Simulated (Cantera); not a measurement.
Input: 1 mol FeS2, 3.8 mol SO2, 0.15 mol H2O, equilibrated at 1148.15 K and 2700 Torr.

Equilibrium computed with Cantera from the NASA thermochemical tables; the gas is ideal and each condensed phase is pure. Candidate condensed phases: Fe, FeO, Fe(OH)2, Fe(OH)3, FeS, FeSO4, FeS2, Fe2O3, Fe2(SO4)3, Fe3O4, H2O, H2SO4, S; 22 gas species. FeS: taken at fixed stoichiometry. Gases not in the tables: S3 to S7. Equilibrium is a limit: real reactors are often held back by kinetics, nucleation or transport.

Base state: SO2 0.852, S2 0.101, H2O 0.0313, S2O 0.0125, H2S 0.00241, SO 0.000165, H2 0.000119 (mole fractions); condensed: FeS(s).

Question: What changes in the equilibrium state with this change: SO2 from 3.8 to 0.34 mol?

Answer: 
```csv
species,before,after
S2,0.101,0.463
SO2,0.852,0.358
H2O,0.0313,0.112
H2S,0.00241,0.0414
S2O,0.0125,0.0254
H2,0.000119,0.000956
SH,9.05e-6,5.48e-5
SO,0.000165,0.000156
"FeS(s), mol",1.00,1.00
```

Question: What changes in the equilibrium state with this change: SO2 from 3.8 to 0.16 mol?

Answer: 
```
species        before     after
-----------  --------  --------
S2              0.101     0.563
SO2             0.852     0.224
H2O            0.0313     0.122
H2S           0.00241    0.0661
S2O            0.0125    0.0233
S8            1.80e-8   1.71e-5
H2           0.000119   0.00138
SH            9.05e-6   7.28e-5
SO           0.000165  0.000129
FeS(s), mol      1.00      1.00
```

Question: What changes in the equilibrium state with this change: temperature from 1148.15 K to 823 K?

Answer: 
```
species          before     after
-------------  --------  --------
SO2               0.852     0.960
H2O              0.0313    0.0377
S2                0.101   0.00134
S2O              0.0125  0.000610
SO             0.000165   3.86e-7
H2             0.000119   2.89e-6
FeS(s), mol        1.00         0
FeS2(s), mol          0     0.994
Fe3O4(s), mol         0   0.00198
```
